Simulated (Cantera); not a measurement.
A diamond (100) surface in a fixed gas of H2 with x(CH4) = 0.012, x(H) = 0.005, at 975 K, 42.0 Torr; coverages are run to steady state.

Model: the Harris–Goodwin 1993 mechanism for the reconstructed diamond (100) surface, integrated in Cantera.

One state of this run: growth (µm/h) = 16.3; θ c6HH = 0.559; θ c6H* = 0.0146; θ c6*H = 0.319; θ c6** = 0.00702; θ c6HM = 0.0750. θ: site fractions in the mechanism's names (c6HH fully hydrogenated, c6H* and c6*H radical sites, c6** diradical, c6HM methylated).

Problem. Which value of x(CH3) does it belong to?
(A) 0.00071
(B) 1.2e-05
(C) 2.7e-05
(D) 2.3e-06

Solution. A, 0.00071
